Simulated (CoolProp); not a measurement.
A single-stage vapour-compression cycle with the fluid: evaporating at 219.15 K (dew point), condensing at 256.15 K (bubble point), superheat 5 K, subcooling 8 K, compressor efficiency 0.75, no pressure losses. The same conditions are run with several fluids, on thermodynamics alone (safety and materials aside).

Computed with CoolProp (reference Helmholtz-energy equation of state of each fluid (R227EA: Lemmon 2016; R125: Lemmon 2005; C3F8 (R218): Lemmon 2006; ethylene: Smukala 2000; fluoroethane (R161): Wu 2012; R143a: Lemmon and Jacobsen 2000)).

| fluid | cooling COP | pressure ratio | discharge temperature (K) | refrigerating effect (kJ/kg) | volumetric capacity (kJ/m³) |
|---|---|---|---|---|---|
| R227EA | 4.04 | ? | 268.2 | 120 | 156 |
| R125 | 4.00 | ? | ? | 138 | ? |
| C3F8 (R218) | 3.91 | ? | 259.9 | 86.4 | 387 |
| ethylene | ? | 2.94 | 301.2 | 318 | ? |
| fluoroethane (R161) | 4.01 | 5.37 | 311.8 | 390 | 456 |
| R143a | 4.02 | 4.83 | ? | 196 | 667 |

Q: Some entries are withheld; supply them.

A: 
- R227EA, pressure ratio: 6.98
- R125, pressure ratio: 5.02
- R125, discharge temperature (K): 277.6
- R125, volumetric capacity (kJ/m³): 688
- C3F8 (R218), pressure ratio: 5.30
- ethylene, cooling COP: 3.51
- ethylene, volumetric capacity (kJ/m³): 5190
- R143a, discharge temperature (K): 287.0
